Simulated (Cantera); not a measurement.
A perfectly stirred reactor is fed with CH₄ : H₂ : O₂ : N₂ = 1 : 0.069 : 3.77 : 14.2 (molar parts), at 1800000 Pa; it is adiabatic with a 500 K inlet, and is followed from long to short residence time, starting on the burning branch (τ in s: 0.037, 0.016, 0.0068, 0.0029, 0.0013, 0.00054, 0.00023, 9.9e-05, 4.2e-05).

Computed with Cantera and GRI-Mech 3.0 (53 species, 325 reactions). The pressure lies above the range GRI-Mech 3.0 was tuned for (to about 10 atm).

### Question
What does this change do: pressure from 1800000 Pa to 30000 Pa?

### Answer
```json
[
 {"quantity": "blow-out, bracketed by the residence times tried", "before": "burning at 0.540 ms, out at 0.230 ms", "after": "burning at 0.540 ms, out at 0.230 ms"},
 {"quantity": "x(CH₄) at τ = 37.0 ms", "before": "1.12e-5", "after": "3.05e-5"},
 {"quantity": "x(H₂) at τ = 37.0 ms", "before": "8.20e-6", "after": "0.000609"},
 {"quantity": "x(O₂) at τ = 37.0 ms", "before": "0.0913", "after": "0.0911"},
 {"quantity": "x(HO₂) at τ = 37.0 ms", "before": "1.93e-6", "after": "3.56e-6"},
 {"quantity": "x(NO) at τ = 37.0 ms", "before": "2.99e-6", "after": "7.15e-6"},
 {"quantity": "x(CH₄) at τ = 1.30 ms", "before": "0.000202", "after": "0.000397"},
 {"quantity": "x(H₂) at τ = 1.30 ms", "before": "0.000119", "after": "0.00307"},
 {"quantity": "x(O₂) at τ = 1.30 ms", "before": "0.0928", "after": "0.0955"},
 {"quantity": "x(HO₂) at τ = 1.30 ms", "before": "2.24e-5", "after": "1.73e-5"},
 {"quantity": "x(NO) at τ = 1.30 ms", "before": "1.19e-6", "after": "3.32e-6"}
]
```

### Question
What does this change do: inlet temperature 500 to 575 K?

### Answer
| quantity | before | after |
|---|---|---|
| blow-out, bracketed by the residence times tried | burning at 0.540 ms, out at 0.230 ms | burning at 0.540 ms, out at 0.230 ms |
| x(CH₄) at τ = 37.0 ms | 1.12e-5 | 7.62e-6 |
| x(H₂) at τ = 37.0 ms | 8.20e-6 | 8.87e-6 |
| x(O₂) at τ = 37.0 ms | 0.0913 | 0.0913 |
| x(HO₂) at τ = 37.0 ms | 1.93e-6 | 1.86e-6 |
| x(NO) at τ = 37.0 ms | 2.99e-6 | 7.27e-6 |
| x(CH₄) at τ = 1.30 ms | 0.000202 | 0.000121 |
| x(H₂) at τ = 1.30 ms | 0.000119 | 9.03e-5 |
| x(O₂) at τ = 1.30 ms | 0.0928 | 0.0922 |
| x(HO₂) at τ = 1.30 ms | 2.24e-5 | 1.41e-5 |
| x(NO) at τ = 1.30 ms | 1.19e-6 | 2.35e-6 |
